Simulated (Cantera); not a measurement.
Input: 1 mol SiH₄, 0.42 mol C₂H₂, 3 mol H₂, at 2573 K.

Equilibrium computed with Cantera from the NASA thermochemical tables; the gas is ideal and each condensed phase is pure. Candidate condensed phases: C, C₆H₆, C₇H₈, C₈H₁₈, Si, SiC; 87 gas species. Mutual solubility and eutectic melting of coexisting phases are not modelled. Gases not in the tables: Si₂H₆ and higher silanes. Kinetics and transport are ignored.

Question: Which condensed phases are stable at each of these points (P (Pa)): 100, 220, 460, 1000, 2200, 4600, 10000, 22000, 46000, 100000?

Answer: 
```json
[
 {"P (Pa)": "100", "condensed phases": "C(graphite)", "Si condensed (%)": "0.0"},
 {"P (Pa)": "220", "condensed phases": "C(graphite)", "Si condensed (%)": "0.0"},
 {"P (Pa)": "460", "condensed phases": "C(graphite)", "Si condensed (%)": "0.0"},
 {"P (Pa)": "1000", "condensed phases": "C(graphite)", "Si condensed (%)": "0.0"},
 {"P (Pa)": "2200", "condensed phases": "C(graphite)", "Si condensed (%)": "0.0"},
 {"P (Pa)": "4600", "condensed phases": "SiC(s)", "Si condensed (%)": "44.7"},
 {"P (Pa)": "10000", "condensed phases": "SiC(s)", "Si condensed (%)": "67.7"},
 {"P (Pa)": "22000", "condensed phases": "SiC(s)", "Si condensed (%)": "77.2"},
 {"P (Pa)": "46000", "condensed phases": "Si(l) + SiC(s)", "Si condensed (%)": "83.4"},
 {"P (Pa)": "100000", "condensed phases": "Si(l) + SiC(s)", "Si condensed (%)": "91.8"}
]
```

From 1.00 mbar to 22.0 mbar the condensed part is C(graphite). From 46.0 mbar to 0.220 bar the condensed part is SiC(s). From 0.460 bar to 1.00 bar the condensed part is Si(l) + SiC(s).
